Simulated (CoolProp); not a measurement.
Properties of CH3F (R41) at several states.

The numbers come from the reference Helmholtz-energy equation of state, Lemmon 2006 in CoolProp. It is a short technical equation, of lower accuracy than the large ones.

```tsv
T (K)	p (kPa)	phase	Z	cv (kJ/(kg K))	expansivity (1/kK)
232.2	90.6	gas	0.9819	(withheld)	4.612
301.2	32700	liquid	(withheld)	1.188	2.885
218.3	1680	liquid	0.03784	(withheld)	2.746
320.5	22	gas	0.9986	(withheld)	3.135
257.3	14.8	gas	0.9980	(withheld)	3.914
402.6	12.9	gas	0.9996	1.059	2.487
```

### Question
Complete the blanks.

### Answer

- 232.2, cv (kJ/(kg K)): 0.8085
- 301.2, Z: 0.6175
- 218.3, cv (kJ/(kg K)): 1.234
- 320.5, cv (kJ/(kg K)): 0.8954
- 257.3, cv (kJ/(kg K)): 0.8021
